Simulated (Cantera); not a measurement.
A counterflow diffusion flame at 1.00 bar, nozzles 20 mm apart: fuel side CO : H2 : CH4 = 1 : 0.86 : 0.19 (molar parts) at 575 K, oxidiser side O2 : N2 = 0.21 : 0.79 (molar parts) at 523 K, fuel mass flux 0.8 times the oxidiser's; mixture-averaged transport, no radiation.

Detailed kinetics in Cantera: GRI-Mech 3.0 (53 species, 325 reactions). GRI-Mech 3.0 has no aromatics or soot, which form on the fuel side of real flames. The maximum strain rate includes the flame's own expansion and is several times the mean.

x: mole fraction; the columns are a selection and need not sum to one.

```json
[
 {"oxidiser flux (kg/m²/s)": "0.6", "max strain (1/s)": "423", "mean strain (1/s)": "117", "T max (K)": "2220", "peak x OH": "0.0132", "peak x H": "0.00982", "peak x NO": "0.000176", "peak x CO": "0.513", "peak x C2H2": "0.00317"},
 {"oxidiser flux (kg/m²/s)": "0.87", "max strain (1/s)": "597", "mean strain (1/s)": "170", "T max (K)": "2177", "peak x OH": "0.0132", "peak x H": "0.0109", "peak x NO": "0.000143", "peak x CO": "0.513", "peak x C2H2": "0.00330"},
 {"oxidiser flux (kg/m²/s)": "1.3", "max strain (1/s)": "[?]", "mean strain (1/s)": "253", "T max (K)": "2136", "peak x OH": "0.0132", "peak x H": "[?]", "peak x NO": "[?]", "peak x CO": "0.512", "peak x C2H2": "0.00344"},
 {"oxidiser flux (kg/m²/s)": "1.8", "max strain (1/s)": "1180", "mean strain (1/s)": "351", "T max (K)": "2101", "peak x OH": "0.0130", "peak x H": "0.0134", "peak x NO": "0.000101", "peak x CO": "0.511", "peak x C2H2": "0.00351"},
 {"oxidiser flux (kg/m²/s)": "2.6", "max strain (1/s)": "1680", "mean strain (1/s)": "507", "T max (K)": "2062", "peak x OH": "0.0127", "peak x H": "0.0146", "peak x NO": "8.43e-5", "peak x CO": "0.511", "peak x C2H2": "0.00353"},
 {"oxidiser flux (kg/m²/s)": "3.8", "max strain (1/s)": "2400", "mean strain (1/s)": "741", "T max (K)": "2022", "peak x OH": "0.0122", "peak x H": "0.0158", "peak x NO": "6.82e-5", "peak x CO": "0.512", "peak x C2H2": "0.00347"},
 {"oxidiser flux (kg/m²/s)": "5.5", "max strain (1/s)": "3420", "mean strain (1/s)": "1070", "T max (K)": "1986", "peak x OH": "0.0117", "peak x H": "0.0170", "peak x NO": "5.41e-5", "peak x CO": "0.511", "peak x C2H2": "0.00330"},
 {"oxidiser flux (kg/m²/s)": "8", "max strain (1/s)": "4890", "mean strain (1/s)": "1560", "T max (K)": "1949", "peak x OH": "0.0111", "peak x H": "0.0180", "peak x NO": "4.12e-5", "peak x CO": "0.511", "peak x C2H2": "0.00300"},
 {"oxidiser flux (kg/m²/s)": "12", "max strain (1/s)": "[?]", "mean strain (1/s)": "2340", "T max (K)": "1903", "peak x OH": "[?]", "peak x H": "0.0187", "peak x NO": "[?]", "peak x CO": "0.512", "peak x C2H2": "[?]"}
]
```

What belongs in the gaps?


- 1.3, max strain (1/s): 871
- 1.3, peak x H: 0.0123
- 1.3, peak x NO: 0.000118
- 12, max strain (1/s): 7210
- 12, peak x OH: 0.0100
- 12, peak x NO: 2.82e-5
- 12, peak x C2H2: 0.00249
